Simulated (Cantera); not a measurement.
Input: 1 mol SiO₂, 1800 mol H₂, 1.6 mol H₂O, equilibrated at 1800 K and 1.28 Torr.

Method: chemical equilibrium by Gibbs-energy minimisation in Cantera with the NASA 1993 tables (ideal gas, pure condensed phases). Candidate condensed phases: H₂O, Si, SiO₂; 18 gas species. Kinetics and transport are ignored.

Base state: H₂ 0.989, H 0.00864, H₂O 0.00144, SiO 0.000552 (mole fractions); condensed: gas only.

**Question.** What changes in the equilibrium state with this change: pressure from 1.28 Torr to 2400 Torr?

**Answer.** 
```tsv
species	before	after
H₂	0.989	0.998
H₂O	0.00144	0.00138
SiO	0.000552	0.000495
H	0.00864	0.000200
SiO₂(condensed), mol	0	0.108
```
The tables hold silica as quartz up to 1696 K and as liquid above; real silica turns to tridymite and cristobalite and melts near 1996 K.
